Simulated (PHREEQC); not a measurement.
Consider water at 25 °C with 170 mmol/kgw NH3 and 0.076 mmol/kgw NaAlO2. Closed to the air; pH follows from the charge balance.

Equilibrium calculation in PHREEQC: ion-association model, wateq4f.dat.

Each row changes one thing in this solution. Precipitation was switched off in this run.

```json
[
 {"case": "as made", "pH": "11.23", "ionic strength (mol/kgw)": "0.00188", "NH4+ (mol/kgw)": "0.00180", "SI of Gibbsite (Al(OH)3)": "-0.82", "SI of Boehmite (AlOOH)": "-1.29"},
 {"case": "0.28 mol/kgw CsOH added", "pH": "13.28", "ionic strength (mol/kgw)": "0.280", "NH4+ (mol/kgw)": "2.11e-5", "SI of Gibbsite (Al(OH)3)": "-2.99", "SI of Boehmite (AlOOH)": "-3.46"},
 {"case": "temperature from 25 to 15 °C", "pH": "11.57", "ionic strength (mol/kgw)": "0.00182", "NH4+ (mol/kgw)": "0.00174", "SI of Gibbsite (Al(OH)3)": "-0.65", "SI of Boehmite (AlOOH)": "-1.26"},
 {"case": "diluted 2-fold with water", "pH": "11.08", "ionic strength (mol/kgw)": "0.00130", "NH4+ (mol/kgw)": "0.00126", "SI of Gibbsite (Al(OH)3)": "-0.97", "SI of Boehmite (AlOOH)": "-1.44"},
 {"case": "temperature from 25 to 35 °C", "pH": "10.93", "ionic strength (mol/kgw)": "0.00191", "NH4+ (mol/kgw)": "0.00184", "SI of Gibbsite (Al(OH)3)": "-0.98", "SI of Boehmite (AlOOH)": "-1.32"}
]
```
